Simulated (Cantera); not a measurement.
Feed: 1 mol Si, 2.9 mol Cl2, 1.3 mol H2, equilibrated at 1.00 bar.

These are equilibrium values from Cantera (NASA tables, ideal gas, pure condensed phases), not measurements of a reactor. Candidate condensed phases: Si; 19 gas species. Equilibrium is a limit: real reactors are often held back by kinetics, nucleation or transport.

### Question
At 800 K, list the 4 most abundant gas species with their mole fractions, and the condensed phases.

### Answer
HCl 0.563, SiCl4 0.312, H2 0.125, SiHCl3 6.27e-5. Condensed: gas only.
